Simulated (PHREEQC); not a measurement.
A solution holds 0.018 mol/kgw NH4HF2, 0.019 mol/kgw H2SiF6, 4.2e-05 mol/kgw H3AsO4 and 0.00028 mol/kgw H2SO4, at 25 °C. Closed to the air; pH follows from the charge balance.

Computed with PHREEQC (ion-association model, wateq4f.dat).

Precipitation was switched off in this run.

Order these F species by the share of F that they hold, largest first: SiF6-2, F-, HF2-, HF, H2F2.

SiF6-2 (76 %), HF (20 %), H2F2 (3.1 %), F- (0.90 %), HF2- (0.21 %)

The pH is 1.73 and the ionic strength 0.0591 mol/kgw. Species that the database lacks are ignored. SiF6-2 is the database's only silicon fluoride.
